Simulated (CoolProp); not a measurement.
A simple Rankine cycle with water: condensing at 326.15 K, boiler at 0.23 MPa, turbine inlet 399.9 K, turbine efficiency 0.75, pump efficiency 0.7, no recuperator. Each further row changes one setting.

Computed with CoolProp (reference Helmholtz-energy equation of state, Wagner 2002).

| case | thermal efficiency (%) | net work (kJ/kg) | heat in (kJ/kg) | turbine exit temperature (K) | volume ratio over the turbine |
|---|---|---|---|---|---|
| as stated | 12.7 | 318 | 2490 | 326.1 | ___ |
| turbine inlet 419.9 K | ___ | 325 | ___ | 326.1 | 11.8 |
| condensing temperature 318.15 K | 14.1 | 356 | 2530 | 318.1 | ___ |
| boiler pressure 0.161 MPa | 11.2 | 280 | 2500 | 326.1 | ___ |
| turbine efficiency 0.65 | 11.0 | ___ | 2490 | 326.1 | 12.5 |

Problem. What belongs in the gaps?

Solution. 
- as stated, volume ratio over the turbine: 12.3
- turbine inlet 419.9 K, thermal efficiency (%): 12.8
- turbine inlet 419.9 K, heat in (kJ/kg): 2540
- condensing temperature 318.15 K, volume ratio over the turbine: 17.7
- boiler pressure 0.161 MPa, volume ratio over the turbine: 8.70
- turbine efficiency 0.65, net work (kJ/kg): 276

The expansion ends wet for: as stated; turbine inlet 419.9 K; condensing temperature 318.15 K; boiler pressure 0.161 MPa; turbine efficiency 0.65.
